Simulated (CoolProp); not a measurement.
Vapour-liquid equilibrium of ethylene (1) + propane (2) at 407 kPa; x and y are mole fractions of (1).

Model: multi-fluid Helmholtz-energy mixture model, Smukala 2000 and Lemmon 2009; pair parameters Bell 2016, in CoolProp.

```csv
x,bubble temperature (K),y at the bubble point,dew temperature at overall composition x (K),liquid density (mol/L)
0.05,___,0.299,266.7,12.58
0.2,___,0.736,261.7,13.73
0.35,221.7,___,256.0,___
0.5,213.1,0.936,___,15.62
0.65,207.1,0.966,241.2,___
0.8,202.5,0.983,___,17.44
0.95,198.5,___,210.5,18.40
```

Question: What belongs in the gaps?

Answer: 
- 0.05, bubble temperature (K): 258.1
- 0.2, bubble temperature (K): 235.3
- 0.35, y at the bubble point: 0.879
- 0.35, liquid density (mol/L): 14.72
- 0.5, dew temperature at overall composition x (K): 249.4
- 0.65, liquid density (mol/L): 16.52
- 0.8, dew temperature at overall composition x (K): 230.1
- 0.95, y at the bubble point: 0.996

No azeotrope shows between x = 0.05 and 0.95.

Pair parameters are fitted to limited data, so mixtures are less certain than the pure fluids. The gap from Raoult's law changes sign with composition, which may be real or a fault of the pair parameters; it wasn't checked against measurements.
